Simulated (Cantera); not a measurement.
## Equilibrium for calcination and drying: CsOH + H₂O

A closed system holds: 1 mol CsOH, 1.4 mol H₂O, equilibrated at 13.3 mbar.

Method: chemical equilibrium by Gibbs-energy minimisation in Cantera with the NASA 1993 tables (ideal gas, pure condensed phases). Candidate condensed phases: Cs, CsOH, H₂O; 15 gas species. Kinetics and transport are ignored.

From 1400 K to 1950 K nothing is condensed. The main Cs-bearing gas is CsOH throughout.

```tsv
T (K)	x H₂O	x CsOH	x Cs	x O₂	x H₂	x OH	x H	x O
1400	0.583	0.414	0.00161	0.000445	0.000108	4.69e-5	4.38e-7	1.73e-7
1450	0.583	0.413	0.00264	0.000726	0.000178	8.59e-5	1.09e-6	4.69e-7
1500	0.583	0.411	0.00417	0.00115	0.000282	0.000151	2.56e-6	1.19e-6
1550	0.583	0.408	0.00639	0.00175	0.000436	0.000256	5.70e-6	2.84e-6
1600	0.583	0.404	0.00951	0.00260	0.000657	0.000419	1.21e-5	6.40e-6
1650	0.582	0.398	0.0138	0.00375	0.000967	0.000666	2.45e-5	1.37e-5
1700	0.582	0.391	0.0194	0.00527	0.00139	0.00103	4.77e-5	2.81e-5
1750	0.581	0.381	0.0266	0.00723	0.00198	0.00154	8.95e-5	5.51e-5
1800	0.580	0.369	0.0356	0.00968	0.00275	0.00227	0.000163	0.000104
1850	0.579	0.354	0.0466	0.0127	0.00378	0.00325	0.000287	0.000188
1900	0.577	0.337	0.0595	0.0162	0.00511	0.00456	0.000491	0.000329
1950	0.574	0.317	0.0742	0.0203	0.00684	0.00626	0.000821	0.000557
```
x: gas mole fraction; nothing condenses.
